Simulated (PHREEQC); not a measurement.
A solution holds 0.017 mol/kgw H2SO4, 0.031 mol/kgw AlCl3 and 0.011 mol/kgw KCl, at 20 °C. Closed to the air; pH follows from the charge balance.

The numbers come from PHREEQC with the ion-association model, phreeqc.dat.

This is a speciation only: nothing precipitates in the calculation.

**Question.** Order these S species by the share of S that they hold, largest first: KSO4-, AlSO4+, HSO4-, Al(SO4)2-, SO4-2.

**Answer.** AlSO4+ (62 %), SO4-2 (18 %), HSO4- (16 %), Al(SO4)2- (3.6 %), KSO4- (0.37 %)

**Question.** Order these Al species by the share of Al that they hold, largest first: Al+3, AlSO4+, AlHSO4+2, Al(SO4)2-.

**Answer.** Al+3 (65 %), AlSO4+ (34 %), Al(SO4)2- (0.98 %), AlHSO4+2 (0.17 %)

The pH is 1.60 and the ionic strength 0.177 mol/kgw.
